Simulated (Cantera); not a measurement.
Standard-state values (1 bar) from the NASA 1993 polynomials, evaluated with Cantera. Values are per mole of reaction as written; species without (g) are pure solids or liquids, kept so even where they would boil at 1 bar.

O2(g) + 2 Ba + 2 H2O(g) ⇌ 2 Ba(OH)2

```
T (K)  ΔH° (kJ)  ΔS° (J/K)  ΔG° (kJ)  log10 K   condensed phases
-----  --------  ---------  --------  -------  -----------------
300         ___        ___       ___      ___  Ba(s), Ba(OH)2(s)
1950        ___        ___       ___      ___  Ba(l), Ba(OH)2(l)
2000        ___        ___       ___      ___  Ba(l), Ba(OH)2(l)
2050        ___        ___       ___      ___  Ba(l), Ba(OH)2(l)
2100    -1256.9     -313.7    -598.2    14.88  Ba(l), Ba(OH)2(l)
2150    -1254.0     -312.3    -582.6    14.15  Ba(l), Ba(OH)2(l)
```

Task: Complete the blanks.

Result: 
- 300, ΔH° (kJ): -1408.9
- 300, ΔS° (J/K): -493.0
- 300, ΔG° (kJ): -1261.0
- 300, log10 K: 219.55
- 1950, ΔH° (kJ): -1266.0
- 1950, ΔS° (J/K): -318.1
- 1950, ΔG° (kJ): -645.6
- 1950, log10 K: 17.29
- 2000, ΔH° (kJ): -1262.9
- 2000, ΔS° (J/K): -316.6
- 2000, ΔG° (kJ): -629.7
- 2000, log10 K: 16.45
- 2050, ΔH° (kJ): -1259.9
- 2050, ΔS° (J/K): -315.1
- 2050, ΔG° (kJ): -613.9
- 2050, log10 K: 15.64
